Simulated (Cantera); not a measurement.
# Ignition delay

Mixture: 6.35 % CH4, 0.826 % C2H6, 2.16 % C3H8, 17.6 % O2, 66.1 % N2, 6.99 % H2O, at 1.80 bar, adiabatic and at constant volume. Ignition delay is the time to a rise of 400 K.

Model: GRI-Mech 3.0 (53 species, 325 reactions), integrated in Cantera. GRI-Mech 3.0 was tuned for natural gas; its chemistry of propane as a main component is partial and can be far from experiment.

```json
[
 {"T0 (K)": "1275", "delay (ms)": "1.18"},
 {"T0 (K)": "1325", "delay (ms)": "0.582"},
 {"T0 (K)": "1375", "delay (ms)": "0.305"},
 {"T0 (K)": "1425", "delay (ms)": "0.170"},
 {"T0 (K)": "1475", "delay (ms)": "0.101"},
 {"T0 (K)": "1525", "delay (ms)": "0.0631"},
 {"T0 (K)": "1575", "delay (ms)": "0.0417"},
 {"T0 (K)": "1625", "delay (ms)": "0.0288"}
]
```

```
Quantity                                                Result
--------------------------------------------------  ----------
apparent activation energy between 1525 and 1625 K  160 kJ/mol
```
